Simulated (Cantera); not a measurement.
A perfectly stirred reactor is fed with 20.1 % CO, 6.43 % H₂, 15.4 % O₂, 58.1 % N₂, equivalence ratio 0.86, at 4.93 atm; it is adiabatic with a 500 K inlet, and is followed from long to short residence time, starting on the burning branch (τ in s: 0.037, 0.016, 0.0068, 0.0029, 0.0013, 0.00054, 0.00023, 0.0001, 4.3e-05).

Computed with Cantera and GRI-Mech 3.0 (53 species, 325 reactions). The hydrogen kinetics of GRI-Mech 3.0 are dated; newer H2 mechanisms differ, most at raised pressure.

Q: Predict: blow-out, bracketed by the residence times tried; x(CO) at τ = 37.0 ms; x(H₂) at τ = 37.0 ms; x(O₂) at τ = 37.0 ms; x(H₂O₂) at τ = 37.0 ms; x(H₂O) at τ = 37.0 ms; x(CO) at τ = 1.30 ms; x(H₂) at τ = 1.30 ms; x(O₂) at τ = 1.30 ms; x(H₂O₂) at τ = 1.30 ms; x(H₂O) at τ = 1.30 ms.

A: 
```
Item                                                                              Result
------------------------------------------------  --------------------------------------
blow-out, bracketed by the residence times tried  burning at 43.0 µs, the shortest tried
x(CO) at τ = 37.0 ms                                                              0.0155
x(H₂) at τ = 37.0 ms                                                            0.000848
x(O₂) at τ = 37.0 ms                                                              0.0286
x(H₂O₂) at τ = 37.0 ms                                                           1.63e-7
x(H₂O) at τ = 37.0 ms                                                             0.0704
x(CO) at τ = 1.30 ms                                                              0.0268
x(H₂) at τ = 1.30 ms                                                             0.00151
x(O₂) at τ = 1.30 ms                                                              0.0359
x(H₂O₂) at τ = 1.30 ms                                                           2.01e-7
x(H₂O) at τ = 1.30 ms                                                             0.0682
```
